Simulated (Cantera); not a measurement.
Ammonia decomposition in nitride growth gas

An isothermal, constant-pressure homogeneous reactor starts with NH₃ : H₂ = 1 : 0.35 (molar parts), at 2225 K and 825 Torr.

Cantera simulation using the gas-phase N/H chemistry of the illustrative SiF4/NH3 mechanism in the Surface Chemkin manual (1991); the numbers are that mechanism's predictions, not measurements. Walls and surfaces, which speed up NH3 decomposition in real reactors, are not modelled.

| t (s) | x NH₃ | x H₂ | x N₂H₄ | x NH₂ | x NH | x N₂ |
|---|---|---|---|---|---|---|
| 2.00e-6 | 0.740 | 0.259 | 7.48e-9 | 0.000277 | 5.51e-7 | 5.45e-9 |
| 6.83e-6 | 0.739 | 0.260 | 8.51e-8 | 0.000928 | 7.33e-6 | 3.02e-6 |
| 2.33e-5 | 0.736 | 0.261 | 5.62e-7 | 0.00238 | 4.44e-5 | 0.000395 |
| 7.95e-5 | 0.721 | 0.271 | 7.38e-7 | 0.00273 | 5.83e-5 | 0.00437 |
| 0.000271 | 0.674 | 0.305 | 6.64e-7 | 0.00259 | 5.82e-5 | 0.0179 |
| 0.000926 | 0.543 | 0.398 | 4.81e-7 | 0.00220 | 5.66e-5 | 0.0557 |
| 0.00316 | 0.288 | 0.581 | 1.97e-7 | 0.00141 | 4.85e-5 | 0.129 |
| 0.0108 | 0.0518 | 0.748 | 1.90e-8 | 0.000438 | 2.79e-5 | 0.197 |
| 0.0368 | 0.000970 | 0.782 | 4.23e-11 | 2.07e-5 | 3.42e-6 | 0.212 |
| 0.126 | 0.000123 | 0.782 | <1e-12 | 2.70e-6 | 4.57e-7 | 0.212 |
| 0.429 | 3.10e-5 | 0.782 | <1e-12 | 6.78e-7 | 1.15e-7 | 0.212 |
| 1.46 | 9.58e-6 | 0.782 | <1e-12 | 2.10e-7 | 3.56e-8 | 0.212 |
| 5.00 | 5.22e-6 | 0.782 | <1e-12 | 1.14e-7 | 1.94e-8 | 0.212 |
x: mole fraction; the columns are a selection and need not sum to one.

Equilibrium at this temperature and pressure: NH₃ 5.04e-6, H₂ 0.782, N₂H₄ <1e-12, NH₂ 1.10e-7, NH 1.87e-8, N₂ 0.212 (gas phase only).
